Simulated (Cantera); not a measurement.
Charge: 1 mol SiH2Cl2, 0.17 mol Cl2, 580 mol H2.

Points: T (K) = 925, 1000, 1075, 1150, 1225, 1300, 1375, 1450, 1525, 1600, 1675, 1750; P (Pa) = 100, 260, 670, 1700, 4500, 12000, 30000, 77000, 200000.

Cantera's Mixture.equilibrate('TP', solver="vcs", rtol=1e-11, max_steps=5000) on the NASA tables stopped like this:

```
ERROR: FAILURE its = 5001!

*******************************************************************************
CanteraError thrown by MultiPhase::equilibrate:
VCS solver failed. Return code: -1
*******************************************************************************
```

Question: What got this run through?

Answer: This is not unique; one that fits is The failure is numerical, not chemical. The same input converged with solver="gibbs", rtol=1e-10, max_steps=50000, and the result passed a check of the equilibrium conditions:
```
    925        100  Si(cr)
   1000        100  Si(cr)
   1075        100  Si(cr)
   1150        100  Si(cr)
   1225        100  Si(cr)
   1300        100  Si(cr)
   1375        100  Si(cr)
   1450        100  Si(cr)
   1525        100  Si(cr)
   1600        100  Si(cr)
   1675        100  Si(cr)
   1750        100  Si(L)
    925        260  Si(cr)
   1000        260  Si(cr)
   1075        260  Si(cr)
   1150        260  Si(cr)
   1225        260  Si(cr)
   1300        260  Si(cr)
   1375        260  Si(cr)
   1450        260  Si(cr)
   1525        260  Si(cr)
   1600        260  Si(cr)
   1675        260  Si(cr)
   1750        260  Si(L)
    925        670  Si(cr)
   1000        670  Si(cr)
   1075        670  Si(cr)
   1150        670  Si(cr)
   1225        670  Si(cr)
   1300        670  Si(cr)
   1375        670  Si(cr)
   1450        670  Si(cr)
   1525        670  Si(cr)
   1600        670  Si(cr)
   1675        670  Si(cr)
   1750        670  Si(L)
    925       1700  Si(cr)
   1000       1700  Si(cr)
   1075       1700  Si(cr)
   1150       1700  Si(cr)
   1225       1700  Si(cr)
   1300       1700  Si(cr)
   1375       1700  Si(cr)
   1450       1700  Si(cr)
   1525       1700  Si(cr)
   1600       1700  Si(cr)
   1675       1700  Si(cr)
   1750       1700  Si(L)
    925       4500  Si(cr)
   1000       4500  Si(cr)
   1075       4500  Si(cr)
   1150       4500  Si(cr)
   1225       4500  Si(cr)
   1300       4500  Si(cr)
   1375       4500  Si(cr)
   1450       4500  Si(cr)
   1525       4500  Si(cr)
   1600       4500  Si(cr)
   1675       4500  Si(cr)
   1750       4500  Si(L)
    925    1.2e+04  Si(cr)
   1000    1.2e+04  Si(cr)
   1075    1.2e+04  Si(cr)
   1150    1.2e+04  Si(cr)
   1225    1.2e+04  Si(cr)
   1300    1.2e+04  Si(cr)
   1375    1.2e+04  Si(cr)
   1450    1.2e+04  Si(cr)
   1525    1.2e+04  Si(cr)
   1600    1.2e+04  Si(cr)
   1675    1.2e+04  Si(cr)
   1750    1.2e+04  Si(L)
    925      3e+04  Si(cr)
   1000      3e+04  Si(cr)
   1075      3e+04  Si(cr)
   1150      3e+04  Si(cr)
   1225      3e+04  Si(cr)
   1300      3e+04  Si(cr)
   1375      3e+04  Si(cr)
   1450      3e+04  Si(cr)
   1525      3e+04  Si(cr)
   1600      3e+04  Si(cr)
   1675      3e+04  Si(cr)
   1750      3e+04  Si(L)
    925    7.7e+04  Si(cr)
   1000    7.7e+04  Si(cr)
   1075    7.7e+04  Si(cr)
   1150    7.7e+04  Si(cr)
   1225    7.7e+04  Si(cr)
   1300    7.7e+04  Si(cr)
   1375    7.7e+04  Si(cr)
   1450    7.7e+04  Si(cr)
   1525    7.7e+04  Si(cr)
   1600    7.7e+04  Si(cr)
   1675    7.7e+04  Si(cr)
   1750    7.7e+04  Si(L)
    925      2e+05  Si(cr)
   1000      2e+05  Si(cr)
   1075      2e+05  Si(cr)
   1150      2e+05  Si(cr)
   1225      2e+05  Si(cr)
   1300      2e+05  Si(cr)
   1375      2e+05  Si(cr)
   1450      2e+05  Si(cr)
   1525      2e+05  Si(cr)
   1600      2e+05  Si(cr)
   1675      2e+05  Si(cr)
   1750      2e+05  Si(L)
```

The gas is ideal and each condensed phase is pure. The tables' values for SiCl3 are old estimates.
